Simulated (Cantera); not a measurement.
A closed system holds: 1 mol Cr₂O₃, 2400 mol H₂, 0.22 mol H₂O, at 1825 °C and 4.90 bar.

Equilibrium computed with Cantera from the NASA thermochemical tables; the gas is ideal and each condensed phase is pure. Candidate condensed phases: Cr, Cr₂O₃, H₂O; 13 gas species. Rates play no part.

Base state: H₂ 0.997, H 0.00139, H₂O 0.00134, Cr 0.000665 (mole fractions); condensed: Cr(s).

Q: What changes in the equilibrium state with this change: temperature from 1825 °C to 1100 °C?

A: 
| species | before | after |
|---|---|---|
| H₂ | 0.997 | 1.000 |
| H₂O | 0.00134 | 0.000495 |
| H | 0.00139 | 1.50e-6 |
| Cr | 0.000665 | 6.55e-9 |
| Cr(s), mol | 0.401 | 0.645 |
| Cr₂O₃(s), mol | 0 | 0.678 |
Mutual solubility and eutectic melting of coexisting phases are not modelled.
